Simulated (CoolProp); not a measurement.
C2F6 (R116) along the isotherm 58.15 °C: fugacity coefficient from the reference equation and from simpler models built on Tc = 19.9 °C, pc = 30.48 bar, ω = 0.257; each cubic takes its own stable root.

Values from CoolProp's reference Helmholtz-energy equation of state, Lemmon 2006. It is a short technical equation, of lower accuracy than the large ones.

```tsv
p (bar)	phase	reference	Redlich-Kwong	Soave-Redlich-Kwong	Peng-Robinson
5.08	gas	0.9640	0.9608	0.9634	0.9581
10.2	gas	0.9283	0.9220	0.9273	0.9172
15.2	gas	0.8939	0.8849	0.8928	0.8785
20.3	gas	0.8593	0.8478	0.8583	0.8402
25.4	gas	0.8253	0.8113	0.8246	0.8032
30.5	supercritical	0.7917	0.7755	0.7916	0.7675
35.6	supercritical	0.7586	0.7402	0.7594	0.7329
40.6	supercritical	0.7268	0.7063	0.7286	0.7003
45.7	supercritical	0.6951	0.6726	0.6982	0.6686
```
